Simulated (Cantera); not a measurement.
# Iron carbonyl, mercury and lead vapours: HgO + O₂ + H₂

Input: 1 mol HgO, 1.3 mol O₂, 0.11 mol H₂, equilibrated at 0.230 bar.

Equilibrium computed with Cantera from the NASA thermochemical tables; the gas is ideal and each condensed phase is pure. Candidate condensed phases: H₂O, Hg, HgO; 10 gas species. Kinetics and transport are ignored.

```
T (K)   x O₂     x Hg   x H₂O      x OH       x O     x HO₂  n HgO(s)
-----  -----  -------  ------  --------  --------  --------  --------
473    0.919  8.85e-6  0.0812    <1e-12    <1e-12    <1e-12     1.000
548    0.917  0.00161  0.0810    <1e-12    <1e-12    <1e-12     0.998
623    0.844   0.0847  0.0709  1.49e-12    <1e-12    <1e-12     0.869
698    0.611    0.350  0.0385  2.90e-11    <1e-12    <1e-12         0
773    0.611    0.350  0.0385  4.36e-10    <1e-12  8.18e-12         0
848    0.611    0.350  0.0385   4.06e-9  1.11e-12  5.09e-11         0
923    0.611    0.350  0.0385   2.64e-8  2.03e-11  2.36e-10         0
998    0.611    0.350  0.0385   1.29e-7  2.41e-10  8.67e-10         0
1073   0.611    0.350  0.0385   5.09e-7   2.03e-9   2.66e-9         0
1148   0.611    0.350  0.0385   1.67e-6   1.29e-8   7.04e-9         0
1223   0.611    0.350  0.0385   4.76e-6   6.59e-8   1.66e-8         0
1298   0.611    0.350  0.0385   1.20e-5   2.78e-7   3.53e-8         0
1373   0.611    0.350  0.0385   2.74e-5   1.00e-6   6.93e-8         0
```
x: gas mole fraction; n: condensed amount in mol.

From 473 K to 623 K the condensed part is HgO(s). From 698 K to 1373 K nothing is condensed. The main Hg-bearing gas is Hg throughout.
